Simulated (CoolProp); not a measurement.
A single-stage vapour-compression cycle with carbonyl sulfide: evaporating at 247.15 K (dew point), condensing at 310.15 K (bubble point), superheat 10 K, subcooling 8 K, compressor efficiency 0.75, no pressure losses. Each further row changes one setting.

Values from CoolProp's reference Helmholtz-energy equation of state, Lemmon 2006. It is a short technical equation, of lower accuracy than the large ones.

| case | cooling COP | pressure ratio | discharge temperature (K) | refrigerating effect (kJ/kg) | volumetric capacity (kJ/m³) |
|---|---|---|---|---|---|
| as stated | 2.32 | 6.20 | 405.4 | 228 | 1850 |
| evaporating temperature 252.15 K | 2.63 | 5.18 | 395.9 | 230 | 2220 |
| condensing temperature 305.15 K | 2.58 | 5.52 | 394.8 | 235 | 1910 |
| subcooling 13 K | 2.39 | 6.20 | 405.4 | 235 | 1910 |
| superheat 20 K | 2.29 | 6.20 | 419.0 | 235 | 1830 |
| compressor efficiency 0.65 | 2.01 | 6.20 | 423.4 | 228 | 1850 |
